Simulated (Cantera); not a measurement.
# Adiabatic ignition

An adiabatic, constant-volume homogeneous reactor starts with CH4 : H2 : O2 : N2 = 1 : 0.036 : 1.12 : 4.22 (molar parts), at 1000 K and 30.0 bar.

Model: GRI-Mech 3.0 (53 species, 325 reactions), integrated in Cantera. The pressure lies above the range GRI-Mech 3.0 was tuned for (to about 10 atm).

```json
[
 {"t (s)": "2.00e-6", "T (K)": "1000", "P (bar)": "30.0", "x CH4": "0.157", "x H2": "0.00565", "x O2": "0.176", "x CH2CO": "<1e-12", "x C2H2": "<1e-12"},
 {"t (s)": "5.22e-6", "T (K)": "1000", "P (bar)": "30.0", "x CH4": "0.157", "x H2": "0.00565", "x O2": "0.176", "x CH2CO": "<1e-12", "x C2H2": "<1e-12"},
 {"t (s)": "1.36e-5", "T (K)": "1000", "P (bar)": "30.0", "x CH4": "0.157", "x H2": "0.00565", "x O2": "0.176", "x CH2CO": "<1e-12", "x C2H2": "<1e-12"},
 {"t (s)": "3.56e-5", "T (K)": "1000", "P (bar)": "30.0", "x CH4": "0.157", "x H2": "0.00565", "x O2": "0.176", "x CH2CO": "<1e-12", "x C2H2": "<1e-12"},
 {"t (s)": "9.28e-5", "T (K)": "1000", "P (bar)": "30.0", "x CH4": "0.157", "x H2": "0.00565", "x O2": "0.176", "x CH2CO": "<1e-12", "x C2H2": "<1e-12"},
 {"t (s)": "0.000242", "T (K)": "1000", "P (bar)": "30.0", "x CH4": "0.157", "x H2": "0.00565", "x O2": "0.176", "x CH2CO": "<1e-12", "x C2H2": "<1e-12"},
 {"t (s)": "0.000632", "T (K)": "1000", "P (bar)": "30.0", "x CH4": "0.157", "x H2": "0.00565", "x O2": "0.176", "x CH2CO": "<1e-12", "x C2H2": "<1e-12"},
 {"t (s)": "0.00165", "T (K)": "1000", "P (bar)": "30.0", "x CH4": "0.157", "x H2": "0.00563", "x O2": "0.176", "x CH2CO": "<1e-12", "x C2H2": "<1e-12"},
 {"t (s)": "0.00431", "T (K)": "1004", "P (bar)": "30.1", "x CH4": "0.156", "x H2": "0.00554", "x O2": "0.175", "x CH2CO": "7.38e-11", "x C2H2": "2.26e-11"},
 {"t (s)": "0.0112", "T (K)": "2592", "P (bar)": "88.6", "x CH4": "3.07e-8", "x H2": "0.130", "x O2": "1.26e-6", "x CH2CO": "8.05e-11", "x C2H2": "5.64e-11"},
 {"t (s)": "0.0294", "T (K)": "2592", "P (bar)": "88.6", "x CH4": "3.07e-8", "x H2": "0.130", "x O2": "1.26e-6", "x CH2CO": "8.05e-11", "x C2H2": "5.64e-11"},
 {"t (s)": "0.0766", "T (K)": "2592", "P (bar)": "88.6", "x CH4": "3.07e-8", "x H2": "0.130", "x O2": "1.26e-6", "x CH2CO": "8.05e-11", "x C2H2": "5.64e-11"},
 {"t (s)": "0.200", "T (K)": "2592", "P (bar)": "88.6", "x CH4": "3.07e-8", "x H2": "0.130", "x O2": "1.26e-6", "x CH2CO": "8.05e-11", "x C2H2": "5.64e-11"}
]
```
x: mole fraction; the columns are a selection and need not sum to one.

| Item | Result |
|---|---|
| time of steepest temperature rise | 9.19 ms |
| temperature at 0.200 s | 2592 K |
| equilibrium temperature | 2592 K |
| x(CH4) at 0.200 s | 3.07e-8 (gas-phase equilibrium 3.37e-8) |
| x(H2) at 0.200 s | 0.130 (gas-phase equilibrium 0.130) |
| x(O2) at 0.200 s | 1.26e-6 (gas-phase equilibrium 1.26e-6) |
